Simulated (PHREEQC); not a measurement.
Na2CO3 is added in steps, without added water, to 1 kg of water holding 13 mmol/kgw CuSO4, 1 mmol/kgw HCl and 0.32 mmol/kgw H3BO3, at 70 °C. O2 is buffered at 0.21 atm. The system is closed to CO2. Nothing may precipitate in this run.

Base run: PHREEQC, ion-association model, wateq4f.dat. Each further column changes one thing. The table gives pH.

```tsv
Na2CO3 added (mol)	base	temperature from 70 to 75 °C	temperature from 70 to 5 °C	HCl from 0.001 to 0.0002 mol/kgw	solids may form
0	3.41	3.44	3.18	4.07	3.41
0.00225	5.27	5.21	(withheld)	5.36	4.33
0.0045	5.66	5.60	6.52	5.73	4.32
0.00675	6.01	5.98	6.71	6.10	4.35
0.009	6.38	6.36	6.89	(withheld)	4.41
0.01125	6.79	6.78	7.06	6.94	4.54
0.0135	7.32	7.34	7.25	7.54	(withheld)
0.01575	7.86	7.89	7.46	7.99	6.19
0.018	8.16	8.19	7.70	(withheld)	6.76
```

What belongs in the gaps?


- 0.00225, temperature from 70 to 5 °C: 6.25
- 0.009, HCl from 0.001 to 0.0002 mol/kgw: 6.49
- 0.0135, solids may form: 5.05
- 0.018, HCl from 0.001 to 0.0002 mol/kgw: 8.25

In at least one series the solution becomes supersaturated in solids that the run did not let form, among them Cu(OH)2, Malachite, Brochantite, Antlerite, Atacamite. At this temperature some constants are extrapolated from 25 °C, and those without enthalpy data are left unchanged. The database's constant for dissolved Cu(OH)2 is higher than later reviews accept. Solids allowed in the column 'solids may form': Cu(OH)2, Malachite, Brochantite, Antlerite, Atacamite, Halite, Mirabilite, Chalcanthite, Nahcolite, Natron.
